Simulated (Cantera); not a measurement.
Input: 1 mol SiH2Cl2, 4.9 mol O3, 8.4 mol H2O, equilibrated at 13.3 mbar.

These are equilibrium values from Cantera (NASA tables, ideal gas, pure condensed phases), not measurements of a reactor. Candidate condensed phases: H2O, Si, SiO2; 30 gas species. The tables hold silica as quartz up to 1696 K and as liquid above; real silica turns to tridymite and cristobalite and melts near 1996 K. Rates play no part. All values below are at 1323 K.

Base state: H2O 0.502, O2 0.379, HCl 0.118, Cl 0.00142, Cl2 0.000116, OH 0.000104 (mole fractions); condensed: SiO2(β-quartz).

Problem. What changes in the equilibrium state with this change: O3 from 4.9 to 0.29 mol?

Solution. 
```tsv
species	before	after
H2O	0.502	0.699
HCl	0.118	0.192
H2	9.16e-7	0.109
O2	0.379	<1e-9
Cl2	0.000116	2.61e-9
OH	0.000104	4.21e-7
SiO2(β-quartz), mol	1.00	1.00
```

Problem. What changes in the equilibrium state with this change: H2O from 8.4 to 0.14 mol?

Solution. 
```
species                before    after
-------------------  --------  -------
O2                      0.379    0.742
HCl                     0.118    0.207
H2O                     0.502   0.0307
Cl                    0.00142   0.0119
Cl2                  0.000116  0.00824
ClO                   3.19e-6  3.76e-5
OH                   0.000104  3.05e-5
SiO2(β-quartz), mol      1.00     1.00
```
